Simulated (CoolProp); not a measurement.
Vapour-liquid equilibrium of R152A (1) + isobutane (2) at 217.1 K; x and y are mole fractions of (1).

Model: multi-fluid Helmholtz-energy mixture model, Outcalt 1996 and Bücker 2006; pair parameters Bell 2016, in CoolProp.

Task: Give the bubble pressure and the first vapour's composition at x = 0.05, 0.55, 0.85. Is there an azeotrope?

Result: x = 0.05: 0.01587 MPa, y = 0.288; x = 0.55: 0.02536 MPa, y = 0.645; x = 0.85: 0.02474 MPa, y = 0.700. y crosses x between x = 0.55 and 0.65: the model has an azeotrope there.

Pair parameters are fitted to limited data, so mixtures are less certain than the pure fluids. With so large a gap from Raoult's law the liquid may split in two, which this calculation doesn't test in full.
